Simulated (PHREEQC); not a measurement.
0.42 g of hydrous ferric oxide (600 m²/g; 0.2 weak and 0.005 strong sites per Fe, Dzombak-Morel constants, diffuse double layer) in 1 kg of water with 0.3 mol/kgw of an inert sodium salt and 0.0011 mmol/kgw NiCl2 and 0.2 mmol/kgw CaCl2, at 25 °C; the pH is set by adding NaOH or the inert anion's acid. O2 is buffered at 0.21 atm. The system is closed to CO2. Nothing may precipitate in this run.

Base run: PHREEQC, ion-association model, wateq4f.dat. Each further column changes one thing. The table gives Ca sorbed (%).

| pH | base | no electrostatic term (-no_edl) | background salt from 0.3 to 0.03 mol/kgw | oxide from 0.42 to 2.1 g/kgw | 0.0011 mol/kgw Ag2SO4 added |
|---|---|---|---|---|---|
| 3 | 0.0 | 0.0 | 0.0 | 0.0 | 0.0 |
| 4 | 0.0 | 0.0 | 0.0 | 0.0 | 0.0 |
| 4.5 | 0.0 | 0.1 | 0.0 | 0.0 | 0.0 |
| 5.5 | 0.0 | 0.9 | 0.0 | 0.1 | 0.0 |
| 6.5 | 0.2 | 4.8 | 0.2 | 1.3 | 0.0 |
| 7.5 | 3.9 | (withheld) | 4.4 | (withheld) | 0.3 |
| 8 | 9.6 | 11.5 | 11.8 | 40.7 | 1.7 |
| 9 | 47.4 | (withheld) | (withheld) | 91.1 | (withheld) |

Task: What belongs in the gaps?

Result: 
- 7.5, no electrostatic term (-no_edl): 9.2
- 7.5, oxide from 0.42 to 2.1 g/kgw: 18.2
- 9, no electrostatic term (-no_edl): 21.0
- 9, background salt from 0.3 to 0.03 mol/kgw: 62.9
- 9, 0.0011 mol/kgw Ag2SO4 added: 10.5

The oxide is taken as insoluble; below pH 4 it would dissolve. In at least one series the solution becomes supersaturated in solids that the run did not let form, among them Cerargyrite.
